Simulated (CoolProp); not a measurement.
Computed with CoolProp (reference Helmholtz-energy equation of state, Lemmon 2006). It is a short technical equation, of lower accuracy than the large ones.

**Question.** Give the vapour pressure (bar), liquid density (kg/m³), liquid cp (kJ/(kg K)), vapour Z of saturated carbon monoxide at -164.45 °C.

**Answer.** 
```json
[
 {"T (°C)": "-164.45", "p (bar)": "9.84", "liquid density (kg/m³)": "656", "liquid cp (kJ/(kg K))": "2.51", "vapour Z": "0.795"}
]
```
